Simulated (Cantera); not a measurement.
A Cantera script and its output.

```python
import numpy as np
import cantera as ct

gas = ct.Solution("h2o2.yaml")
gas.TPX = 573, 63000, {'H2': 1, 'O2': 0.5, 'N2': 1.88, 'H2O': 0.37}
flame = ct.FreeFlame(gas, width=0.055)
flame.set_refine_criteria(ratio=3, slope=0.08, curve=0.16)
flame.transport_model = "mixture-averaged"
flame.solve(loglevel=0, auto=True)
z, T = flame.grid, flame.T
thick = (T[-1] - T[0]) / np.gradient(T, z).max()
show = ['H2', 'O2', 'H2O', 'HO2', 'O', 'H']
print(f"laminar burning velocity  {flame.velocity[0] * 100:.3f} cm/s")
print(f"burnt temperature         {T[-1]:.1f} K")
print(f"thermal thickness         {thick * 1e3:.4f} mm")
print(f"grid points               {len(z)}")
z0 = z[flame.heat_release_rate.argmax()]
print(f"{'z/mm':>9s}{'T/K':>9s}{'u/(m/s)':>9s}" + "".join(f"{s:>11s}" for s in show))
rows = []
for k in (-3, -2, -1.5, -1, -0.5, -0.25, 0, 0.25, 0.5, 1, 2, 4, 8):
    zz = z0 + k * thick
    rows.append([k * thick, np.interp(zz, z, T), np.interp(zz, z, flame.velocity),
                 *(np.interp(zz, z, flame.X[gas.species_index(s)]) for s in show)])
    print(f"{rows[-1][0] * 1e3:9.3f}{rows[-1][1]:9.1f}{rows[-1][2]:9.3f}" + "".join(f"{x:11.3e}" for x in rows[-1][3:]))
```

It prints:

```
laminar burning velocity  559.935 cm/s
burnt temperature         2331.3 K
thermal thickness         0.7880 mm
grid points               126
     z/mm      T/K  u/(m/s)         H2         O2        H2O        HO2          O          H
   -2.364    573.0    5.599  2.667e-01  1.333e-01  9.867e-02  1.049e-13  2.194e-16  2.074e-17
   -1.576    573.0    5.599  2.667e-01  1.333e-01  9.867e-02  1.812e-11  9.464e-14  1.190e-14
   -1.182    573.0    5.599  2.667e-01  1.333e-01  9.867e-02  8.450e-10  5.988e-12  1.932e-12
   -0.788    573.0    5.599  2.666e-01  1.333e-01  9.868e-02  1.278e-07  9.876e-10  2.080e-09
   -0.394    579.8    5.644  2.633e-01  1.337e-01  9.941e-02  1.274e-04  2.317e-06  2.972e-05
   -0.197    737.8    7.032  2.369e-01  1.305e-01  1.149e-01  2.467e-04  1.514e-04  2.663e-03
    0.000   1153.2   10.636  1.509e-01  9.945e-02  1.894e-01  9.078e-05  3.397e-03  2.489e-02
    0.197   1459.5   13.279  6.956e-02  4.812e-02  2.826e-01  3.450e-05  8.551e-03  4.538e-02
    0.394   1606.0   14.510  5.003e-02  3.168e-02  3.118e-01  1.980e-05  9.282e-03  4.345e-02
    0.788   1755.1   15.711  4.600e-02  2.579e-02  3.257e-01  1.338e-05  8.048e-03  3.319e-02
    1.576   1901.2   16.842  4.244e-02  2.160e-02  3.391e-01  9.083e-06  6.100e-03  2.277e-02
    3.152   2035.7   17.849  3.689e-02  1.744e-02  3.537e-01  5.830e-06  4.163e-03  1.436e-02
    6.304   2149.7   18.677  3.024e-02  1.361e-02  3.682e-01  3.604e-06  2.585e-03  8.383e-03
```

Model: the H2/O2 subset of GRI-Mech 3.0, which has no nitrogen chemistry, integrated in Cantera. Burning velocities carry a grid error of a few per cent, more on coarse grids.
